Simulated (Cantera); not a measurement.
Input: 1 mol SiCl₄, 17 mol NH₃, 54 mol H₂, at 1998 K and 1000 Pa.

Equilibrium computed with Cantera from the NASA thermochemical tables; the gas is ideal and each condensed phase is pure. The tables' values for SiCl, SiN are old estimates; treat these amounts as uncertain. Gases not in the tables: Si₂H₆ and higher silanes. Rates play no part.

```tsv
species	before	after
H₂	0.847	0.869
N₂	0.0932	0.0903
HCl	0.0357	0.0359
H	0.0148	0.000830
Si	0.00425	2.11e-5
SiCl₂	0.00361	0.00431
Si₂	4.39e-5	5.74e-8
SiN	3.40e-5	4.58e-7
SiH	0.000267	3.61e-6
Si₂N	4.47e-5	6.58e-7
SiCl	0.000495	1.88e-5
Cl	0.000464	2.69e-5
Si(l), mol	0.184	0
Si₃N₄(s), mol	0	0.202
```
Gas species are given as mole fractions.

### Question
Name the change that produced these shifts.
A. NH₃ from 17 to 0.28 mol
B. H₂ from 54 to 0.84 mol
C. H₂ from 54 to 0.57 mol
D. temperature from 1998 K to 1648 K

### Answer
D, temperature from 1998 K to 1648 K. The tables' values for SiCl, SiCl₃ are old estimates; treat these amounts as uncertain
